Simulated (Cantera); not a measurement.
Input (Python, Cantera) and output of one run.

```python
import numpy as np
import cantera as ct

gas_names = """
    C CH CH2 CH3 CH4 C2 C2H C2H2,acetylene C2H2,vinylidene C2H3,vinyl C2H4 C2H5 C2H6 C3 C3H3,propargyl
    C3H4,allene C3H4,propyne C3H4,cyclo- C3H5,allyl C3H6,propylene C3H6,cyclo- C3H7,n-propyl
    C3H7,i-propyl C3H8 C4 C4H2 C4H4,1,3-cyclo- C4H6,butadiene C4H6,2-butyne C4H6,cyclo- C4H8,1-butene
    C4H8,cis2-buten C4H8,tr2-butene C4H8,isobutene C4H8,cyclo- C4H9,n-butyl C4H9,i-butyl C4H9,s-butyl
    C4H9,t-butyl C4H10,isobutane C4H10,n-butane C5 C5H6,1,3cyclo- C5H8,cyclo- C5H10,1-pentene
    C5H10,cyclo- C5H11,pentyl C5H11,t-pentyl C5H12,n-pentane C5H12,i-pentane CH3C(CH3)2CH3 C6H2
    C6H5,phenyl C6H6 C6H10,cyclo- C6H12,1-hexene C6H12,cyclo- C6H13,n-hexyl C7H7,benzyl C7H8
    C7H14,1-heptene C7H15,n-heptyl C7H16,n-heptane C8H8,styrene C8H10,ethylbenz C8H16,1-octene
    C8H17,n-octyl C8H18,isooctane C8H18,n-octane C9H19,n-nonyl C10H8,naphthale C10H21,n-decyl
    C12H9,o-bipheny C12H10,bipheny H H2 Si SiC SiC2 SiC4H12 SiH SiH2 SiH3 SiH4 Si2 Si2C Si3
""".split()
cond_names = """
    C(gr) C6H6(L) C7H8(L) C8H18(L),n-octa Si(cr) Si(L) SiC(b)
""".split()


def load(file, names, dense=False):
    # The tables refer to 1 bar. Condensed volumes are neglected.
    table = {s.name: s for s in ct.Species.list_from_file(file)}
    out = []
    for n in names:
        d = dict(table[n].input_data)
        d["thermo"] = dict(d["thermo"], **{"reference-pressure": 1e5})
        if dense:
            d["equation-of-state"] = {"model": "constant-volume", "density": "1e6 g/cm^3"}
        out.append(ct.Species.from_dict(d))
    return out


gas = ct.Solution(thermo="ideal-gas", species=load("nasa_gas.yaml", gas_names))
cond = {s.name: ct.Solution(thermo="fixed-stoichiometry", species=[s], name=s.name)
        for s in load("nasa_condensed.yaml", cond_names, dense=True)}
atoms = {
    'CH3SiH3': {'C': 1, 'H': 6, 'Si': 1},
    'CH4': {'C': 1, 'H': 4},
    'H2': {'H': 2},
    'C3H8': {'C': 3, 'H': 8},
}
top_T = {'C(gr)': 4500, 'SiC(b)': 3050}  # K; cautious upper limits of use, not melting points


def equilibrate(T, P, feed):
    n = {}
    for name, mol in feed.items():
        for a, k in atoms[name].items():
            n[a] = n.get(a, 0.0) + k * mol
    gas.TPX = T, P, n
    mass = sum(n.values()) * gas.mean_molecular_weight
    gas.equilibrate("TP")
    valid = [c for c in cond.values() if c.min_temp <= T <= top_T.get(c.name, c.max_temp)]
    mix = ct.Mixture([(gas, mass / gas.mean_molecular_weight)] + [(c, 0.0) for c in valid])
    mix.T, mix.P = T, P
    mix.equilibrate("TP", solver="vcs", rtol=1e-11, max_steps=5000)
    return mix


results = []
feed = {'CH3SiH3': 1, 'CH4': 0.019, 'H2': 1300, 'C3H8': 0.083}  # mol
P = 1000  # Pa
for T in [1473, 1523, 1573, 1623, 1673, 1723, 1773, 1823, 1873, 1923]:
    mix = equilibrate(T, P, feed)
    results.append((T, P, feed, dict(zip(mix.species_names, mix.species_moles))))

top = {s: max(r[3][s] / sum(r[3][g] for g in gas_names) for r in results) for s in gas_names}
cols = sorted((s for s in top if top[s] > 0.0001), key=lambda s: -top[s])[:6]
seen = [c for c in cond_names if any(r[3].get(c, 0) > 1e-12 for r in results)]
print("log10 of partial pressures in bar; condensed amounts in mol")
print(f"{'T/K':>10s}" + "".join(f"{s[:9]:>10s}" for s in cols + seen))
for T, P, feed, n in results:
    ng = sum(n[g] for g in gas_names)
    print(f"{T:10.4g}" + "".join(f"{np.log10(max(n[s] / ng * P / 1e5, 1e-99)):10.3f}" for s in cols)
          + "".join(f"{n.get(c, 0):10.4g}" for c in seen))
```

It prints:

```
log10 of partial pressures in bar; condensed amounts in mol
       T/K        H2         H C2H2,acet        Si     C(gr)    SiC(b)
      1473    -2.000    -5.898    -7.187   -10.446    0.2126         1
      1523    -2.000    -5.636    -6.928    -9.843     0.207         1
      1573    -2.000    -5.391    -6.685    -9.279    0.1901    0.9999
      1623    -2.000    -5.161    -6.458    -8.750    0.1579    0.9996
      1673    -2.001    -4.944    -6.245    -8.253    0.1044    0.9989
      1723    -2.001    -4.739    -6.044    -7.785   0.02146    0.9971
      1773    -2.001    -4.547    -5.991    -7.276         0    0.9913
      1823    -2.002    -4.364    -5.961    -6.786         0    0.9739
      1873    -2.003    -4.192    -5.897    -6.339         0    0.9288
      1923    -2.004    -4.028    -5.783    -5.943         0    0.8252
```

These are equilibrium values from Cantera (NASA tables, ideal gas, pure condensed phases), not measurements of a reactor. The feed counts by its element totals alone.
